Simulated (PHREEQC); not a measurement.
# Reverse-osmosis permeate (model solution)

Synthetic water in mmol/kgw, 20 °C, pH 6.77, pe 9:

```
constituent           mmol/kgw
--------------------  --------
Na                      0.0255
K                        0.033
Ca                       0.182
Mg                      0.0408
Cl                      0.0382
S(6)                   0.00292
Alkalinity (meq/kgw)     0.451
B                       0.0139
Zn                    0.000413
Sr                     0.00665
```

Valence states are taken as typed.

Computed with PHREEQC (ion-association model, phreeqc.dat).

| Property | Result |
|---|---|
| ionic strength | 0.000737 mol/kgw |
| charge-balance error | 2.3 % |

```tsv
species	molality	activity	log γ
HCO3-	0.000450	0.000436	-0.013
Ca+2	0.000181	0.000160	-0.052
CO2	0.000179	0.000179	0.000
Mg+2	4.06e-5	3.60e-5	-0.052
Cl-	3.82e-5	3.70e-5	-0.013
K+	3.30e-5	3.20e-5	-0.013
Na+	2.55e-5	2.47e-5	-0.013
```

No solid was allowed to form.
